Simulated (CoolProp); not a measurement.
CF4 (R14) at 467.34 K and 12.8 MPa flows at 1.3 m/s in a round tube of 25 mm bore and 15 µm roughness, fully developed (64/Re and Nu = 3.66 if laminar; Colebrook and Gnielinski if turbulent). Each further row changes one setting.

Computed with CoolProp (reference Helmholtz-energy equation of state, Platzer 1990). This equation is an older, rougher fit; its heat capacities, sound speeds and derivatives of the liquid may be far off and weren't checked against measurements.

| case | Reynolds number | Darcy friction factor | pressure drop (Pa/m) | heat-transfer coefficient (W/(m² K)) | mass flow (kg/h) |
|---|---|---|---|---|---|
| as stated | 314000 | 0.0187 | ___ | 892 | ___ |
| velocity 2.6 m/s | 627000 | ___ | 705 | 1730 | 1320 |
| diameter 50 mm | 627000 | 0.0160 | ___ | 763 | 2650 |

Problem. Fill in the missing entries.

Solution. 
- as stated, pressure drop (Pa/m): 182
- as stated, mass flow (kg/h): 662
- velocity 2.6 m/s, Darcy friction factor: 0.0181
- diameter 50 mm, pressure drop (Pa/m): 78.1

Viscosity comes from a separate model (Huber 2003), an estimate that may be off by 10 % or more. Thermal conductivity comes from a separate model (Huber 2003), an estimate that may be off by 10 % or more.
